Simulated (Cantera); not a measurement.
An isothermal plug-flow reactor at 873 K and 500000 Pa (inlet), inlet velocity 4 m/s, active area per volume 230 1/m; feed CO : O₂ : N₂ = 0.016 : 0.13 : 0.79 (molar parts), equivalence ratio 0.062.

Detailed kinetics in Cantera: Deutschmann's 1995 Pt surface mechanism with GRI-Mech 3.0 gas chemistry. Catalytic surfaces can have several steady states; this one follows from the mechanism file's or the stated starting coverage. Mass transfer to the wall is taken as infinitely fast.

### Question
What does this change do: pressure from 500000 Pa to 1200000 Pa?

### Answer
```
quantity                 before    after
----------------------  -------  -------
x(CO) at z = 0.01 m     0.00366  0.00493
x(O₂) at z = 0.01 m       0.133    0.134
x(H₂O) at z = 0.01 m     <1e-12   <1e-12
x(CO₂) at z = 0.01 m     0.0135   0.0123
θ(free Pt) at the exit   0.0519   0.0432
θ(O*) at the exit         0.946    0.953
θ(CO*) at the exit      0.00167  0.00372
```

### Question
What does this change do: pressure from 500000 Pa to 380000 Pa?

### Answer
| quantity | before | after |
|---|---|---|
| x(CO) at z = 0.01 m | 0.00366 | 0.00326 |
| x(O₂) at z = 0.01 m | 0.133 | 0.133 |
| x(H₂O) at z = 0.01 m | <1e-12 | <1e-12 |
| x(CO₂) at z = 0.01 m | 0.0135 | 0.0139 |
| θ(free Pt) at the exit | 0.0519 | 0.0555 |
| θ(O*) at the exit | 0.946 | 0.943 |
| θ(CO*) at the exit | 0.00167 | 0.00130 |

### Question
What does this change do: temperature 873 to 973 K?

### Answer
| quantity | before | after |
|---|---|---|
| x(CO) at z = 0.01 m | 0.00366 | 0.000650 |
| x(O₂) at z = 0.01 m | 0.133 | 0.132 |
| x(H₂O) at z = 0.01 m | <1e-12 | <1e-12 |
| x(CO₂) at z = 0.01 m | 0.0135 | 0.0166 |
| θ(free Pt) at the exit | 0.0519 | 0.0985 |
| θ(O*) at the exit | 0.946 | 0.901 |
